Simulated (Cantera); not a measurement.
A Cantera script and what it prints.

```python
import numpy as np
import cantera as ct

gas_names = """
    N NO NO2 NO3 N2 N2O O O2 O3 Si SiN SiO SiO2 Si2 Si2N Si3
""".split()
cond_names = """
    Si(cr) Si(L) SiO2(Lqz) SiO2(hqz) SiO2(L) Si2N2O(s) Si3N4(a)
""".split()


# ... load() reads the species with a 1 bar reference pressure and builds the phases ...
atoms = {
    'Si3N4': {'Si': 3, 'N': 4},
    'O2': {'O': 2},
    'N2': {'N': 2},
}
top_T = {'Si2N2O(s)': 2100, 'Si3N4(a)': 2400}  # K; cautious upper limits of use, not melting points


# ... equilibrate(T, P, feed) seeds the gas with the atoms and calls Mixture.equilibrate('TP', solver="vcs", rtol=1e-11, max_steps=5000) ...
results = []
feed = {'Si3N4': 1, 'O2': 0.086, 'N2': 36}  # mol
P = 13332.2  # Pa
for T in [1925, 1950, 1975, 2000, 2025, 2050, 2075, 2100, 2125, 2150, 2175, 2200]:
    mix = equilibrate(T, P, feed)
    results.append((T, P, feed, dict(zip(mix.species_names, mix.species_moles))))

top = {s: max(r[3][s] / sum(r[3][g] for g in gas_names) for r in results) for s in gas_names}
cols = sorted((s for s in top if top[s] > 1e-06), key=lambda s: -top[s])[:5]
seen = [c for c in cond_names if any(r[3].get(c, 0) > 1e-12 for r in results)]
print("log10 of partial pressures in bar; condensed amounts in mol")
print(f"{'T/K':>10s}" + "".join(f"{s[:9]:>10s}" for s in cols + seen))
for T, P, feed, n in results:
    ng = sum(n[g] for g in gas_names)
    print(f"{T:10.4g}" + "".join(f"{np.log10(max(n[s] / ng * P / 1e5, 1e-99)):10.3f}" for s in cols)
          + "".join(f"{n.get(c, 0):10.4g}" for c in seen))
```

It prints:

```
log10 of partial pressures in bar; condensed amounts in mol
       T/K        N2       SiO        Si      Si2N       SiN     Si(L)  Si3N4(a)
      1925    -0.877    -3.199    -4.994    -6.021    -5.936         0    0.9415
      1950    -0.877    -3.199    -4.756    -5.720    -5.726         0    0.9405
      1975    -0.877    -3.200    -4.525    -5.427    -5.521         0    0.9389
      2000    -0.877    -3.221    -4.361    -5.266    -5.384     2.811         0
      2025    -0.877    -3.222    -4.235    -5.175    -5.284     2.806         0
      2050    -0.877    -3.222    -4.112    -5.087    -5.186     2.799         0
      2075    -0.877    -3.222    -3.992    -5.001    -5.090      2.79         0
      2100    -0.878    -3.222    -3.875    -4.917    -4.997     2.779         0
      2125    -0.878    -3.222    -3.760    -4.836    -4.906     2.765         0
      2150    -0.878    -3.222    -3.649    -4.756    -4.817     2.747         0
      2175    -0.878    -3.222    -3.540    -4.678    -4.730     2.725         0
      2200    -0.878    -3.223    -3.433    -4.602    -4.645     2.697         0
```

Method: chemical equilibrium by Gibbs-energy minimisation in Cantera with the NASA 1993 tables (ideal gas, pure condensed phases). The tables' values for SiN are old estimates; treat these amounts as uncertain.
